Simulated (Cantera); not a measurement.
# Thermodynamics of iron carbonyl, mercury and lead vapours, feed Pb + CO + N2

Input: 1 mol Pb, 0.092 mol CO, a varied amount of N2, held at 3.68 Torr.

Method: chemical equilibrium by Gibbs-energy minimisation in Cantera with the NASA 1993 tables (ideal gas, pure condensed phases). Candidate condensed phases: C, Pb, PbO, PbO2, Pb3O4; 27 gas species. The numbers say what is thermodynamically allowed, not how fast it happens.

Stable condensed phases:

```
T in K \ n(N2) in mol
         2.8 3.9 5.5 7.8  11  16  22  32  45  63  90
   1348    A   A   A   A   A   A   A   A   A   A   A
   1298    A   A   A   A   A   A   A   A   A   A   A
   1248    A   A   A   A   A   A   A   A   A   A   A
   1198    B   B   B   A   A   A   A   A   A   A   A
   1148    B   B   B   B   B   B   A   A   A   A   A
   1098    B   B   B   B   B   B   B   B   A   A   A
   1048    B   B   B   B   B   B   B   B   B   B   B
    998    B   B   B   B   B   B   B   B   B   B   B
    948    C   C   C   B   B   B   B   B   B   B   B
    898    C   C   C   C   C   C   C   B   B   B   B
    848    C   C   C   C   C   C   C   C   C   C   C
    798    C   C   C   C   C   C   C   C   C   C   C
```

A: gas only; B: Pb; C: C + Pb.
